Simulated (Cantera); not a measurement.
Charge: 1 mol CH₂F₂, 0.43 mol HCl, at 2900 K and 71.0 Pa.

Equilibrium computed with Cantera from the NASA thermochemical tables; the gas is ideal and each condensed phase is pure. Candidate condensed phases: C, C₆H₆, C₇H₈, C₈H₁₈; 118 gas species. Kinetics and transport are ignored.

Base state: HF 0.376, H 0.254, F 0.141, Cl 0.111, C₃ 0.0697, C 0.0209, CF 0.0103, C₂ 0.00887 (mole fractions); condensed: gas only.

**Question.** What changes in the equilibrium state with this change: HCl from 0.43 to 0.13 mol?

**Answer.** 
```json
[
 {"species": "HF", "before": "0.376", "after": "0.423"},
 {"species": "H", "before": "0.254", "after": "0.226"},
 {"species": "F", "before": "0.141", "after": "0.179"},
 {"species": "Cl", "before": "0.111", "after": "0.0393"},
 {"species": "CF", "before": "0.0103", "after": "0.0138"},
 {"species": "C₃", "before": "0.0697", "after": "0.0818"},
 {"species": "C", "before": "0.0209", "after": "0.0220"},
 {"species": "HCl", "before": "0.00222", "after": "0.000696"},
 {"species": "CF₂", "before": "0.000111", "after": "0.000189"},
 {"species": "C₅", "before": "0.000570", "after": "0.000746"}
]
```
